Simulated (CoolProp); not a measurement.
Saturation properties of oxygen (Tc = -118.6 °C, pc = 50.46 bar, ω = 0.022).

The numbers come from the reference Helmholtz-energy equation of state, Schmidt 1985 in CoolProp.

| T (°C) | p (bar) | liquid density (kg/m³) | vapour Z | surface tension (mN/m) | vapour viscosity (µPa s) |
|---|---|---|---|---|---|
| -181.65 | 1.160 | 1135 | 0.9646 | 12.8 | 7.05 |
| -178.85 | 1.527 | 1120 | 0.9568 | 12.1 | 7.27 |
| -176.15 | 1.958 | 1107 | ? | 11.5 | 7.49 |
| -173.35 | 2.498 | 1092 | 0.9385 | 10.8 | 7.71 |
| -170.65 | ? | 1077 | 0.9280 | 10.1 | 7.93 |
| -167.85 | 3.872 | 1062 | 0.9160 | 9.47 | 8.16 |
| -165.15 | 4.722 | 1047 | 0.9034 | 8.84 | 8.38 |
| -162.35 | ? | 1031 | 0.8892 | 8.19 | 8.61 |
| -159.65 | 6.865 | 1015 | 0.8744 | 7.58 | 8.85 |
| -156.85 | 8.194 | 997.6 | 0.8579 | 6.95 | 9.09 |
| -154.15 | 9.642 | 980.4 | 0.8407 | 6.36 | 9.33 |
| -151.35 | 11.33 | 961.9 | 0.8217 | 5.75 | ? |

Task: Fill in the missing entries.

Result: 
- -176.15, vapour Z: 0.9483
- -170.65, p (bar): 3.117
- -162.35, p (bar): 5.740
- -151.35, vapour viscosity (µPa s): 9.60

It boils at -183.0 °C under 1 atm.

Viscosity comes from a separate model (Lemmon 2004). Surface tension comes from a separate correlation (Mulero 2012).
